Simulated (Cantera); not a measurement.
Source: NASA polynomial tables (part measured, part estimated), evaluated in Cantera. Values are per mole of reaction as written; species without (g) are pure solids or liquids, kept so even where they would boil at 1 bar. TiC: taken at fixed stoichiometry.

2 H₂(g) + TiC → Ti + CH₄(g)

| T (K) | ΔH° (kJ) | ΔS° (J/K) | ΔG° (kJ) | log10 K |
|---|---|---|---|---|
| 1675 | (withheld) | (withheld) | (withheld) | (withheld) |
| 1700 | (withheld) | (withheld) | (withheld) | (withheld) |
| 1725 | 99.4 | -94.0 | 261.5 | -7.92 |
| 1750 | 99.6 | -93.8 | 263.8 | -7.87 |
| 1775 | 99.9 | -93.7 | 266.2 | -7.83 |
| 1800 | 100.1 | -93.5 | 268.5 | -7.79 |
| 1825 | 100.4 | -93.4 | 270.9 | -7.75 |
| 1850 | 100.7 | -93.2 | 273.2 | -7.71 |
| 1875 | (withheld) | (withheld) | (withheld) | (withheld) |

Q: Complete the blanks.

A: 
- 1675, ΔH° (kJ): 99.0
- 1675, ΔS° (J/K): -94.2
- 1675, ΔG° (kJ): 256.8
- 1675, log10 K: -8.01
- 1700, ΔH° (kJ): 99.2
- 1700, ΔS° (J/K): -94.1
- 1700, ΔG° (kJ): 259.1
- 1700, log10 K: -7.96
- 1875, ΔH° (kJ): 101.0
- 1875, ΔS° (J/K): -93.1
- 1875, ΔG° (kJ): 275.5
- 1875, log10 K: -7.68
